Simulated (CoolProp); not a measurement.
Model: reference Helmholtz-energy equation of state, Wu 2011, in CoolProp.

**Question.** Give the vapour pressure (MPa), liquid density (kg/m³), liquid cp (kJ/(kg K)), vapour Z of saturated dimethyl ether at 324.6, 328.8, 333.1 K.

**Answer.** 
```tsv
T (K)	p (MPa)	liquid density (kg/m³)	liquid cp (kJ/(kg K))	vapour Z
324.6	1.18	616	2.62	0.812
328.8	1.31	608	2.66	0.798
333.1	1.45	599	2.70	0.784
```
